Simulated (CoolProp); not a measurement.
The numbers come from the reference Helmholtz-energy equation of state, Wagner 2002 in CoolProp.

### Question
Give the vapour pressure (MPa), liquid density (kg/m³), vapour Z, surface tension (mN/m) of saturated water at 529, 546.9 K.

### Answer
```csv
T (K),p (MPa),liquid density (kg/m³),vapour Z,surface tension (mN/m)
529,4.38,790,0.813,24.5
546.9,5.83,761,0.773,20.3
```

Surface tension comes from a separate correlation (Mulero 2012).
